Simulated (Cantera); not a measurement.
What does this Cantera script print?

```python
import numpy as np
import cantera as ct

gas = ct.Solution("gri30.yaml")
gas.TPX = 1298, 670000, {'CO': 0.023, 'O2': 0.0059, 'H2O': 0.00013, 'N2': 1, 'H2': 0.0019}
reactor = ct.IdealGasConstPressureReactor(gas, energy="off", clone=False)
net = ct.ReactorNet([reactor])
net.rtol, net.atol = 1e-08, 1e-18
show = ['CO', 'O2', 'H2O', 'NO2', 'NO']
times = np.geomspace(3e-06, 100, 13)

steps = ct.SolutionArray(gas, extra=["t"])
rows = []
print(f"{'t/s':>10s}{'T/K':>9s}{'P/Pa':>11s}" + "".join(f"{s:>11s}" for s in show))
for t in times:
    while net.time < t:
        t_next = net.step()
        steps.append(gas.state, t=t_next)
    rows.append([np.interp(t, steps.t, y) for y in (steps.T, steps.P, *steps(*show).X.T)])
    print(f"{t:10.3e}{rows[-1][0]:9.1f}{rows[-1][1]:11.4g}" + "".join(f"{x:11.3e}" for x in rows[-1][2:]))
rate = np.gradient(steps.T, steps.t)
print("integrator steps:", len(steps.t))
if steps.T.max() > steps.T[0] + 200:
    print(f"time of steepest temperature rise: {steps.t[rate.argmax()]:.4e} s")
gas.TPX = 1298, 670000, {'CO': 0.023, 'O2': 0.0059, 'H2O': 0.00013, 'N2': 1, 'H2': 0.0019}
gas.equilibrate("TP")
print(f"equilibrium (TP): T = {gas.T:.1f} K  " + "  ".join(f"{s} {gas[s].X[0]:.3e}" for s in show))
```

Result:

```
       t/s      T/K       P/Pa         CO         O2        H2O        NO2         NO
 3.000e-06   1298.0    6.7e+05  2.231e-02  5.723e-03  1.261e-04  2.660e-26  1.178e-18
 1.271e-05   1298.0    6.7e+05  2.231e-02  5.723e-03  1.261e-04  1.204e-23  2.482e-17
 5.382e-05   1298.0    6.7e+05  2.231e-02  5.723e-03  1.261e-04  5.141e-20  1.227e-15
 2.280e-04   1298.0    6.7e+05  2.146e-02  4.906e-03  6.862e-04  7.964e-11  3.249e-08
 9.655e-04   1298.0    6.7e+05  1.395e-02  6.647e-04  1.736e-03  1.565e-09  1.162e-06
 4.089e-03   1298.0    6.7e+05  1.219e-02  7.163e-07  1.390e-03  6.826e-12  1.478e-06
 1.732e-02   1298.0    6.7e+05  1.210e-02  1.259e-08  1.302e-03  5.494e-13  1.273e-06
 7.336e-02   1298.0    6.7e+05  1.207e-02  6.919e-10  1.266e-03  6.782e-14  8.775e-07
 3.107e-01   1298.0    6.7e+05  1.205e-02  6.518e-11  1.247e-03  1.495e-14  5.495e-07
 1.316e+00   1298.0    6.7e+05  1.204e-02  9.779e-12  1.236e-03  3.491e-15  3.646e-07
 5.574e+00   1298.0    6.7e+05  1.203e-02  2.959e-12  1.231e-03  1.443e-15  2.820e-07
 2.361e+01   1298.0    6.7e+05  1.202e-02  1.805e-13  1.221e-03  5.099e-16  1.582e-07
 1.000e+02   1298.0    6.7e+05  1.200e-02  2.418e-15  1.198e-03  1.393e-17  4.540e-09
integrator steps: 2551
equilibrium (TP): T = 1298.0 K  CO 1.200e-02  O2 2.474e-15  H2O 1.197e-03  NO2 1.453e-19  NO 4.744e-11
```

Cantera simulation using GRI-Mech 3.0 (53 species, 325 reactions); the numbers are that mechanism's predictions, not measurements. The hydrogen kinetics of GRI-Mech 3.0 are dated; newer H2 mechanisms differ, most at raised pressure.
